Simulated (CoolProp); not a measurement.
Chlorine at 240.55 K and 2.5 MPa is throttled through a valve to 0.426 MPa with no heat exchange. Each further row changes one setting.

Model: reference Helmholtz-energy equation of state, Thol 2021, in CoolProp.

```tsv
case	temperature change (K)
as stated	+0.8
outlet pressure 0.128 MPa	+0.9
outlet pressure 0.554 MPa	+0.8
```
